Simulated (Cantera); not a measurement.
**Adiabatic ignition**

An adiabatic, constant-volume homogeneous reactor starts with 4.87 % CH₄, 2.68 % H₂, 19.4 % O₂, 73.0 % N₂, equivalence ratio 0.57, at 1448 K and 3080 Torr.

Model: GRI-Mech 3.0 (53 species, 325 reactions), integrated in Cantera.

```tsv
t (s)	T (K)	P (bar)	x CH₄	x H₂	x O₂	x CH₂CO	x CH₂O	x HO₂	x NO
5.00e-6	1448	4.10	0.0487	0.0268	0.194	<1e-12	8.02e-8	8.70e-7	<1e-12
1.18e-5	1448	4.10	0.0487	0.0268	0.194	<1e-12	8.04e-7	2.40e-6	<1e-12
2.77e-5	1448	4.10	0.0485	0.0267	0.194	7.57e-10	2.38e-5	1.27e-5	<1e-12
6.52e-5	1528	4.33	0.0401	0.0254	0.186	3.66e-5	0.00164	0.000210	4.32e-10
0.000153	2739	7.74	<1e-12	0.00247	0.0816	<1e-12	4.83e-11	2.21e-5	0.00190
0.000361	2731	7.71	<1e-12	0.00244	0.0795	<1e-12	4.66e-11	2.13e-5	0.00636
0.000850	2719	7.68	<1e-12	0.00239	0.0764	<1e-12	4.43e-11	2.02e-5	0.0128
0.00200	2711	7.65	<1e-12	0.00235	0.0742	<1e-12	4.26e-11	1.94e-5	0.0174
0.00471	2709	7.65	<1e-12	0.00234	0.0738	<1e-12	4.23e-11	1.92e-5	0.0184
0.0111	2709	7.65	<1e-12	0.00234	0.0738	<1e-12	4.23e-11	1.92e-5	0.0184
0.0261	2709	7.65	<1e-12	0.00234	0.0738	<1e-12	4.23e-11	1.92e-5	0.0184
0.0614	2709	7.65	<1e-12	0.00234	0.0738	<1e-12	4.23e-11	1.92e-5	0.0184
0.144	2709	7.65	<1e-12	0.00234	0.0738	<1e-12	4.23e-11	1.92e-5	0.0184
0.340	2709	7.65	<1e-12	0.00234	0.0738	<1e-12	4.23e-11	1.92e-5	0.0184
0.800	2709	7.65	<1e-12	0.00234	0.0738	<1e-12	4.23e-11	1.92e-5	0.0184
```
x: mole fraction; the columns are a selection and need not sum to one.

The time of steepest temperature rise is 78.6 µs. The temperature at 0.800 s comes out as 2709 K. The equilibrium temperature is 2709 K, the x(CH₄) at 0.800 s is <1e-12 (gas-phase equilibrium <1e-12) and the x(H₂) at 0.800 s is 0.00234 (gas-phase equilibrium 0.00234). The x(O₂) at 0.800 s comes out as 0.0738 (gas-phase equilibrium 0.0738).
